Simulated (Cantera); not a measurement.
An isothermal, constant-pressure homogeneous reactor starts with 26.6 % H₂, 45.9 % O₂, 27.5 % N₂, at 1200 K and 620 Pa.

Detailed kinetics in Cantera: GRI-Mech 3.0 (53 species, 325 reactions). Radical loss at walls, strong at low pressure, is not modelled. The temperature is held fixed by assumption; the heat of reaction is taken as removed at once.

x: mole fraction; the columns are a selection and need not sum to one.

| t (s) | x H₂ | x O₂ | x H₂O | x OH | x NO₂ | x H₂O₂ | x HO₂ |
|---|---|---|---|---|---|---|---|
| 3.00e-5 | 0.266 | 0.459 | 3.64e-11 | 9.00e-11 | <1e-12 | <1e-12 | 1.56e-9 |
| 9.49e-5 | 0.266 | 0.459 | 8.31e-10 | 6.11e-10 | <1e-12 | 2.35e-12 | 4.94e-9 |
| 0.000300 | 0.266 | 0.459 | 1.84e-8 | 4.66e-9 | <1e-12 | 2.34e-11 | 1.56e-8 |
| 0.000949 | 0.266 | 0.459 | 1.38e-6 | 2.07e-7 | <1e-12 | 2.33e-10 | 5.06e-8 |
| 0.00300 | 0.181 | 0.418 | 0.0595 | 0.00728 | <1e-12 | 9.37e-8 | 1.71e-6 |
| 0.00949 | 0.0178 | 0.334 | 0.193 | 0.00957 | 1.98e-12 | 1.09e-7 | 2.54e-6 |
| 0.0300 | 0.0152 | 0.344 | 0.223 | 0.00896 | 8.56e-12 | 1.39e-7 | 2.83e-6 |
| 0.0949 | 0.00723 | 0.363 | 0.277 | 0.00633 | 3.21e-11 | 2.09e-7 | 3.18e-6 |
| 0.300 | [?] | 0.374 | 0.304 | [?] | 2.72e-10 | [?] | [?] |
| 0.949 | 6.37e-5 | 0.375 | 0.306 | 0.000600 | 1.56e-9 | 5.19e-8 | 3.92e-7 |
| 3.00 | 8.51e-6 | 0.376 | 0.307 | 0.000221 | 2.31e-9 | 1.49e-8 | 6.82e-8 |
| 9.49 | [?] | 0.376 | 0.307 | [?] | [?] | [?] | [?] |
| 30.0 | 4.39e-7 | 0.376 | 0.307 | 5.04e-5 | 2.28e-9 | 1.47e-9 | 8.21e-9 |

Some entries are withheld; supply them.


- 0.300, x H₂: 0.000852
- 0.300, x OH: 0.00219
- 0.300, x H₂O₂: 1.68e-7
- 0.300, x HO₂: 2.00e-6
- 9.49, x H₂: 1.73e-6
- 9.49, x OH: 9.98e-5
- 9.49, x NO₂: 2.04e-9
- 9.49, x H₂O₂: 4.56e-9
- 9.49, x HO₂: 1.72e-8
